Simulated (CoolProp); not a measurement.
The numbers come from the reference Helmholtz-energy equation of state, Thol 2018 in CoolProp.

Task: Give the vapour pressure (MPa), liquid density (kg/m³), vapour density (kg/m³), liquid cp (kJ/(kg K)) of saturated hydrogen chloride at 237.9, 259.1 K.

Result: 
```json
[
 {"T (K)": "237.9", "p (MPa)": "0.904", "liquid density (kg/m³)": "1050", "vapour density (kg/m³)": "19.1", "liquid cp (kJ/(kg K))": "1.76"},
 {"T (K)": "259.1", "p (MPa)": "1.76", "liquid density (kg/m³)": "980", "vapour density (kg/m³)": "37.1", "liquid cp (kJ/(kg K))": "1.89"}
]
```
